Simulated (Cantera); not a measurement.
Charge: 1 mol Si₃N₄, 0.26 mol C, 7.2 mol N₂, equilibrated at 1850 °C.

Cantera equilibrium calculation (NASA polynomials, part measured and part estimated; ideal gas, pure solids and liquids). Candidate condensed phases: C, Si, SiC, Si₃N₄; 20 gas species. Mutual solubility and eutectic melting of coexisting phases are not modelled. The tables' values for SiN are old estimates; treat these amounts as uncertain. Rates play no part.

log p: log10 of the partial pressure in bar; n: condensed amount in mol.

```
P (Pa)   log p N₂  log p Si  log p SiC₂  log p Si₂C  log p Si₂  log p Si₂N  log p SiN  n SiC(s)  n Si(l)  n Si₃N₄(s)
-------  --------  --------  ----------  ----------  ---------  ----------  ---------  --------  -------  ----------
1           -5.12     -5.63       -7.01       -7.89      -9.36      -10.69      -8.90         0        0           0
5.60        -4.37     -4.90       -6.37       -6.46      -7.89       -8.84      -7.79         0        0           0
32              ?         ?           ?           ?          ?           ?      -6.67         ?        0           0
180             ?     -3.77       -7.07       -5.12      -5.63           ?      -5.87         ?        ?           0
1000        -2.01     -3.77       -7.07       -5.12      -5.63       -5.41      -5.48     0.253     2.56           0
5600        -1.25     -3.77       -7.07       -5.12      -5.63       -5.03      -5.10     0.259     2.71           0
32000       -0.50     -3.77       -7.07       -5.12      -5.63       -4.65      -4.72     0.260     2.73           0
180000       0.26     -4.02       -6.81       -5.37      -6.14       -4.78      -4.60     0.260        0       0.913
1000000      1.00     -4.52       -6.32       -5.87      -7.13       -5.40      -4.72     0.260        0       0.913
```

**Question.** Fill in the missing entries.

**Answer.** 
- 180, log p N₂: -2.79
- 180, log p Si₂N: -5.80
- 180, n SiC(s): 0.216
- 180, n Si(l): 1.67
- 32, log p N₂: -3.61
- 32, log p Si: -4.16
- 32, log p SiC₂: -6.68
- 32, log p Si₂C: -5.51
- 32, log p Si₂: -6.41
- 32, log p Si₂N: -6.99
- 32, n SiC(s): 0.129
